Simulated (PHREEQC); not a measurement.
PHREEQC input (ion-association model, wateq4f.dat):

```
SOLUTION_MASTER_SPECIES
  An  An-  0  An  62.0  # stands for a non-complexing anion
SOLUTION_SPECIES
  An- = An-
    -log_k 0
    -gamma 3.0 0
PHASES
  Fix_H+
    H+ = H+
    -log_k 0
SOLUTION 1
  temp 25
  units mmol/kgw
  pH 7 charge
  Cl 0.264
  Ni 0.074
  Ba 0.058
  Na 1
  An 1
END
SELECTED_OUTPUT 1
  -reset false
  -pH true
  -pe true
  -ionic_strength true
  -water true
  -totals Ba Cl Na Ni
  -molalities Hfo_wOH Hfo_wOH2+ Hfo_wO- Hfo_sOH Hfo_sOH2+ Hfo_sO- Hfo_sONi+ Hfo_wONi+ Hfo_sOHBa+2 Hfo_wOBa+
  -saturation_indices Ni(OH)2 Halite
USER_PUNCH 1
  -headings sigma psi
  10 PUNCH EDL("sigma", "Hfo"), EDL("psi", "Hfo")
PRINT
  -reset false
USE solution 1
SURFACE 1
  Hfo_wOH 0.0094382 600 4.2
  Hfo_sOH 0.000235955
EQUILIBRIUM_PHASES 1
  Fix_H+ -4 HAn 10
    -force_equality true
  O2(g) -0.68 10
END
# ... the last block is repeated for the other 12 points of pH, with NaOH or the acid as the point needs
```

Selected output (columns that matter, 13 of 13 rows; pH added in front):

```
pH	mu	Ba	Cl	Na	Ni	m_Hfo_wOH	m_Hfo_wOH2+	m_Hfo_wO-	m_Hfo_sOH	m_Hfo_sOH2+	si_Ni(OH)2	si_Halite	sigma	psi
4	0.0036795	5.8e-05	0.000264	0.001	7.3921e-05	0.0049344	0.0043763	0.00012746	0.00012332	0.00010937	-7.046	-8.2177	0.16676	0.19771
4.67	0.002641	5.7998e-05	0.000264	0.001	7.2904e-05	0.006367	0.0027312	0.00034003	0.00015847	6.7978e-05	-5.6957	-8.2095	0.09388	0.17673
5.33	0.0019984	5.7981e-05	0.000264	0.001	6.1276e-05	0.0069902	0.0018385	0.00060885	0.00016584	4.3617e-05	-4.4391	-8.2035	0.04869	0.15026
6	0.0015294	5.7807e-05	0.000264	0.001	1.8882e-05	0.0071933	0.0013861	0.00085522	0.00014045	2.7062e-05	-3.6001	-8.1983	0.022849	0.11862
6.67	0.0013041	5.5296e-05	0.000264	0.001	1.4388e-06	0.007235	0.001192	0.001006	0.00012722	2.096e-05	-3.3728	-8.1955	0.010234	0.083005
7.33	0.0012421	3.3314e-05	0.000264	0.0010864	8.7602e-08	0.0072403	0.0010898	0.0011019	0.0001101	1.6572e-05	-3.2676	-8.1587	0.004249	0.046283
8	0.0012608	4.6616e-06	0.000264	0.0012378	5.2648e-09	0.0072348	0.0010176	0.0011783	8.9037e-05	1.2524e-05	-3.1537	-8.1023	0.0006833	0.0083908
8.67	0.0013035	2.6149e-07	0.000264	0.001337	2.7661e-10	0.0072277	0.00097388	0.0012288	8.578e-05	1.1558e-05	-3.1205	-8.0694	-0.0026295	-0.03014
9.33	0.0013851	1.4241e-08	0.000264	0.0014839	2.1778e-11	0.0072135	0.00091703	0.0012999	8.544e-05	1.0862e-05	-3.0936	-8.0252	-0.0075661	-0.067689
10	0.0015979	8.3678e-10	0.000264	0.0018271	7.8696e-12	0.0071679	0.00081089	0.0014515	8.4905e-05	9.6052e-06	-3.0402	-7.9374	-0.017553	-0.10433
10.67	0.0022844	6.8331e-11	0.00026399	0.0028111	1.1718e-11	0.0069848	0.00060843	0.001837	8.2774e-05	7.2103e-06	-2.9156	-7.7574	-0.040334	-0.13725
11.33	0.0047968	1.2706e-11	0.00026399	0.0060224	5.0737e-11	0.006213	0.00030355	0.0029132	7.3744e-05	3.603e-06	-2.6143	-7.4453	-0.093858	-0.16143
12	0.015314	1.1025e-11	0.00026397	0.018001	9.4989e-10	0.0038114	5.9885e-05	0.0055571	4.5572e-05	7.1604e-07	-1.9126	-7.0133	-0.20581	-0.17192
```
